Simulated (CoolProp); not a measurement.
Vapour-liquid equilibrium of methanol (1) + ethylbenzene (2) at 462.7 K; x and y are mole fractions of (1).

Model: multi-fluid Helmholtz-energy mixture model, de Reuck 1993 and Zhou 2012; pair parameters Bell 2016, in CoolProp.

**Question.** Give the bubble pressure and the first vapour's composition at x = 0.05, 0.35, 0.5. Is there an azeotrope?

**Answer.** x = 0.05: 668.3 kPa, y = 0.453; x = 0.35: 1792 kPa, y = 0.792; x = 0.5: 2123 kPa, y = 0.832. No azeotrope shows between x = 0.05 and 0.95.

Pair parameters are fitted to limited data, so mixtures are less certain than the pure fluids.
